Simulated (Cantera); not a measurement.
Mixture: 12.4 % CH4, 0.432 % H2, 17.8 % O2, 67.0 % N2, 2.47 % CO2, equivalence ratio 1.4, at 10.0 bar, adiabatic and at constant volume. Ignition delay is the time to a rise of 400 K.

Model: GRI-Mech 3.0 (53 species, 325 reactions), integrated in Cantera.

Q: Predict: delay at 1300 K; delay at 1400 K; delay at 1500 K; delay at 1600 K; delay at 1700 K; delay at 1800 K; apparent activation energy between 1600 and 1800 K.

A: 
```
Item                                                     Value
--------------------------------------------------  ----------
delay at 1300 K                                        1.20 ms
delay at 1400 K                                       0.449 ms
delay at 1500 K                                       0.175 ms
delay at 1600 K                                        72.0 µs
delay at 1700 K                                        31.7 µs
delay at 1800 K                                        15.1 µs
apparent activation energy between 1600 and 1800 K  190 kJ/mol
```
